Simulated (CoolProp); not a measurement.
Carbonyl sulfide along the isotherm 620 K: Z from the reference equation and from simpler models built on Tc = 378.8 K, pc = 6.369 MPa, ω = 0.098; each cubic takes its own stable root.

Model: reference Helmholtz-energy equation of state, Lemmon 2006, in CoolProp. It is a short technical equation, of lower accuracy than the large ones.

| p (MPa) | phase | reference |
|---|---|---|
| 0.796 | gas | 0.9922 |
| 1.59 | gas | 0.9846 |
| 2.39 | gas | 0.9770 |
| 3.18 | gas | 0.9697 |
| 3.98 | gas | 0.9624 |
| 4.78 | gas | 0.9553 |
| 5.57 | gas | 0.9485 |
| 6.37 | supercritical | 0.9418 |
| 7.16 | supercritical | 0.9353 |
| 7.96 | supercritical | 0.9290 |
| 8.76 | supercritical | 0.9229 |
| 9.55 | supercritical | 0.9171 |

Q: How far does each simpler model (van der Waals, Redlich-Kwong, Peng-Robinson) lie from the reference over these 12 states: mean and median of the absolute difference, and the worst?

A: 
- van der Waals: mean 1.9 %, median 1.9 %, worst -3.9 % at 620 K and 9.55 MPa
- Redlich-Kwong: mean 0.7 %, median 0.7 %, worst -1.2 % at 620 K and 9.55 MPa
- Peng-Robinson: mean 0.8 %, median 0.9 %, worst -1.2 % at 620 K and 9.55 MPa
